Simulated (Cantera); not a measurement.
**Equilibrium for nitride etching: Si₃N₄ + F₂**

Charge: 1 mol Si₃N₄, 17 mol F₂, at 0.133 bar.

These are equilibrium values from Cantera (NASA tables, ideal gas, pure condensed phases), not measurements of a reactor. Candidate condensed phases: Si, Si₃N₄; 16 gas species. Kinetics and transport are ignored.

```json
[
 {"T (K)": "700", "x F": "0.00255", "x F₂": "0.416", "x NF₃": "0.331", "x SiF₄": "0.249", "x N₂": "0.000747", "x NF₂": "2.90e-8", "x NF": "<1e-12"},
 {"T (K)": "850", "x F": "0.0355", "x F₂": "0.571", "x NF₃": "0.106", "x SiF₄": "0.204", "x N₂": "0.0830", "x NF₂": "1.18e-6", "x NF": "<1e-12"},
 {"T (K)": "1000", "x F": "0.194", "x F₂": "0.519", "x NF₃": "0.00675", "x SiF₄": "0.171", "x N₂": "0.110", "x NF₂": "2.57e-6", "x NF": "1.12e-12"},
 {"T (K)": "1150", "x F": "0.503", "x F₂": "0.263", "x NF₃": "0.000298", "x SiF₄": "0.140", "x N₂": "0.0934", "x NF₂": "2.06e-6", "x NF": "2.88e-11"},
 {"T (K)": "1300", "x F": "0.727", "x F₂": "0.0741", "x NF₃": "8.87e-6", "x SiF₄": "0.119", "x N₂": "0.0796", "x NF₂": "8.19e-7", "x NF": "2.37e-10"},
 {"T (K)": "1450", "x F": "0.794", "x F₂": "0.0179", "x NF₃": "3.08e-7", "x SiF₄": "0.113", "x N₂": "0.0754", "x NF₂": "2.70e-7", "x NF": "1.07e-9"},
 {"T (K)": "1600", "x F": "0.809", "x F₂": "0.00508", "x NF₃": "1.75e-8", "x SiF₄": "0.112", "x N₂": "0.0745", "x NF₂": "1.00e-7", "x NF": "3.49e-9"},
 {"T (K)": "1750", "x F": "0.813", "x F₂": "0.00174", "x NF₃": "1.59e-9", "x SiF₄": "0.111", "x N₂": "0.0742", "x NF₂": "4.32e-8", "x NF": "9.24e-9"}
]
```
x: gas mole fraction; nothing condenses.

From 700 K to 1750 K nothing is condensed. The main Si-bearing gas is SiF₄ throughout.
